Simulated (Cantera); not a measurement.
What does this Cantera script print?

```python
import numpy as np
import cantera as ct

gas_names = """
    CL CLO CL2 H HCL HOCL HO2 H2 H2O H2O2 Mg MgCL MgCL2 MgH MgO MgOH MgO2H2 Mg2 O OH O2 O3
""".split()
cond_names = """
    H2O(s) H2O(L) Mg(cr) Mg(L) MgCL2(s) MgCL2(L) MgO(s) MgO(L) MgO2H2(s)
""".split()


# ... load() reads the species with a 1 bar reference pressure and builds the phases ...
atoms = {
    'MgCl2': {'Mg': 1, 'CL': 2},
    'O2': {'O': 2},
    'H2': {'H': 2},
}
top_T = {}  # K; cautious upper limits of use, not melting points


# ... equilibrate(T, P, feed) seeds the gas with the atoms and calls Mixture.equilibrate('TP', solver="vcs", rtol=1e-11, max_steps=5000) ...
results = []
feed = {'MgCl2': 1, 'O2': 4, 'H2': 0.69}  # mol
P = 1500  # Pa
for T in [975, 1075, 1175, 1275, 1375, 1475, 1575, 1675, 1775, 1875, 1975, 2075]:
    mix = equilibrate(T, P, feed)
    results.append((T, P, feed, dict(zip(mix.species_names, mix.species_moles))))

top = {s: max(r[3][s] / sum(r[3][g] for g in gas_names) for r in results) for s in gas_names}
cols = sorted((s for s in top if top[s] > 1e-06), key=lambda s: -top[s])[:9]
seen = [c for c in cond_names if any(r[3].get(c, 0) > 1e-12 for r in results)]
print("log10 of partial pressures in bar; condensed amounts in mol")
print(f"{'T/K':>10s}" + "".join(f"{s[:9]:>10s}" for s in cols + seen))
for T, P, feed, n in results:
    ng = sum(n[g] for g in gas_names)
    print(f"{T:10.4g}" + "".join(f"{np.log10(max(n[s] / ng * P / 1e5, 1e-99)):10.3f}" for s in cols)
          + "".join(f"{n.get(c, 0):10.4g}" for c in seen))
```

It prints:

```
log10 of partial pressures in bar; condensed amounts in mol
       T/K        O2       HCL        CL       CL2       H2O     MgCL2        OH         O         H    MgO(s)
       975    -1.998    -2.479    -5.027    -2.900    -3.447    -6.434    -8.711   -11.141   -15.361    0.9999
      1075    -1.997    -2.450    -4.434    -2.953    -3.632    -5.471    -7.993    -9.881   -13.727    0.9988
      1175    -1.998    -2.435    -3.945    -3.009    -3.792    -4.687    -7.401    -8.834   -12.372    0.9929
      1275    -1.999    -2.431    -3.556    -3.102    -3.899    -4.076    -6.887    -7.952   -11.211    0.9707
      1375    -2.002    -2.437    -3.275    -3.286    -3.905    -3.661    -6.406    -7.197   -10.174    0.9229
      1475    -2.005    -2.452    -3.098    -3.581    -3.796    -3.439    -5.933    -6.545    -9.219    0.8697
      1575    -2.009    -2.475    -2.988    -3.927    -3.632    -3.337    -5.485    -5.975    -8.349    0.8339
      1675    -2.012    -2.506    -2.908    -4.267    -3.475    -3.284    -5.085    -5.473    -7.575    0.8113
      1775    -2.016    -2.544    -2.842    -4.580    -3.346    -3.250    -4.736    -5.027    -6.893    0.7946
      1875    -2.021    -2.587    -2.785    -4.863    -3.246    -3.224    -4.431    -4.629    -6.290    0.7813
      1975    -2.027    -2.634    -2.735    -5.121    -3.171    -3.206    -4.165    -4.272    -5.754    0.7706
      2075    -2.034    -2.686    -2.691    -5.358    -3.117    -3.194    -3.933    -3.950    -5.276    0.7623
```

Method: chemical equilibrium by Gibbs-energy minimisation in Cantera with the NASA 1993 tables (ideal gas, pure condensed phases).
